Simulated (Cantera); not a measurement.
An adiabatic, constant-volume homogeneous reactor starts with CH4 : C2H6 : O2 : N2 = 1 : 0.065 : 5.43 : 20.4 (molar parts), at 1725 K and 1.40 bar.

Model: GRI-Mech 3.0 (53 species, 325 reactions), integrated in Cantera.

One state of this run: T (K) = 2445; P (bar) = 2.03; x CH4 = <1e-12; x C2H6 = <1e-12; x O2 = 0.113; x HO2 = 9.72e-6; x H2O = 0.0657; x HCO = 8.13e-9. x: mole fraction; the columns are a selection and need not sum to one.

Q: Which value of t (s) does it belong to?
A. 0.0165
B. 0.00669
C. 7.37e-5
D. 2.00e-6

A: C, 7.37e-5
